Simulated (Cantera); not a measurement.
An isothermal, constant-pressure homogeneous reactor starts with 22.2 % N2O, 0.195 % H2, 77.6 % N2, at 1050 K and 750 Torr.

Detailed kinetics in Cantera: GRI-Mech 3.0 (53 species, 325 reactions). GRI-Mech 3.0 was tuned for natural gas; its chemistry of N2O as a main component is partial and can be far from experiment. The mechanism lacks the step 2 NO + O2 → 2 NO2, which can matter for NO2 below about 1400 K. The temperature is held fixed by assumption; the heat of reaction is taken as removed at once.

### Question
Predict: x(N2O) at 50.0 s; x(NO) at 50.0 s; x(O) at 50.0 s; x(O2) at 50.0 s.

### Answer
| Quantity | Value |
|---|---|
| x(N2O) at 50.0 s | 0.0790 (gas-phase equilibrium 3.26e-9) |
| x(NO) at 50.0 s | 0.00527 (gas-phase equilibrium 3.90e-5) |
| x(O) at 50.0 s | 5.40e-8 (gas-phase equilibrium 2.12e-10) |
| x(O2) at 50.0 s | 0.0607 (gas-phase equilibrium 0.0990) |
